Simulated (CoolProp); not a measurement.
Model: reference Helmholtz-energy equation of state, Penoncello 2003, in CoolProp.

Give the vapour pressure (bar), vapour Z, surface tension (mN/m) of saturated CHF3 (R23) at 182.8, 237.9 K.


| T (K) | p (bar) | vapour Z | surface tension (mN/m) |
|---|---|---|---|
| 182.8 | 0.610 | 0.969 | 18.4 |
| 237.9 | 8.39 | 0.834 | 8.33 |

Surface tension comes from a separate correlation (Mulero 2012).
